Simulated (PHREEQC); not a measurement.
Dissolve 8.2 mmol/kgw NH4Cl and 2.7 mmol/kgw Na2HPO4 at 25 °C. Closed to the air; pH follows from the charge balance.

Computed with PHREEQC (ion-association model, wateq4f.dat).

Precipitation was switched off in this run.

Task: What pH, ionic strength does the model give?

Result: pH 7.91; ionic strength 0.0156 mol/kgw.

Task: In which forms is P present?

Result: HPO4-2 87 %, H2PO4- 12 %, NaHPO4- 0.6 % of the P.

Species that the database lacks are ignored. H3PO4, which wateq4f.dat lacks, is added to it with the constant of phreeqc.dat.
